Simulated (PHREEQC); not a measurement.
# Nickel, zinc or cadmium bath

Make-up at 20 °C: 0.019 mol CdCl2 and 0.0035 mol Na2SO4 per kg of water. Closed to the air; pH follows from the charge balance.

Equilibrium calculation in PHREEQC: ion-association model, phreeqc.dat.

| Quantity | Value |
|---|---|
| pH | 5.80 |
| ionic strength | 0.0418 mol/kgw |

```csv
species,molality,activity,log γ
Cl-,0.0272,0.0225,-0.082
CdCl+,0.00939,0.00782,-0.080
Cd+2,0.00772,0.00371,-0.318
Na+,0.00696,0.00582,-0.078
SO4-2,0.00227,0.00111,-0.312
CdSO4,0.00114,0.00115,0.004
CdCl2,0.000712,0.000718,0.004
NaSO4-,3.72e-5,3.13e-5,-0.076
Cd(SO4)2-2,2.99e-5,1.44e-5,-0.318
```

This is a speciation only: nothing precipitates in the calculation.
